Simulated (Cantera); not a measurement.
# Gas-phase reforming

A perfectly stirred reactor is fed with CH4 : H2O = 1 : 1 (molar parts), at 560000 Pa; it is held at 1473 K, and followed from long to short residence time.

Cantera simulation using GRI-Mech 3.0 (53 species, 325 reactions); the numbers are that mechanism's predictions, not measurements.

```tsv
τ (s)	x CH4	x H2O	x HCO	x C2H	x CH2CO
4.9	0.231	0.324	1.35e-9	4.58e-10	9.19e-6
1.2	0.246	0.385	4.88e-10	6.83e-10	1.63e-5
0.30	0.297	0.429	1.43e-10	6.30e-10	1.85e-5
0.076	0.393	0.467	7.40e-11	3.51e-10	1.27e-5
0.019	0.463	0.490	7.08e-11	1.01e-10	3.95e-6
0.0048	0.490	0.498	4.70e-11	9.10e-12	2.65e-7
0.0012	0.498	0.500	1.17e-11	<1e-12	3.10e-9
```
x: mole fraction; the columns are a selection and need not sum to one.
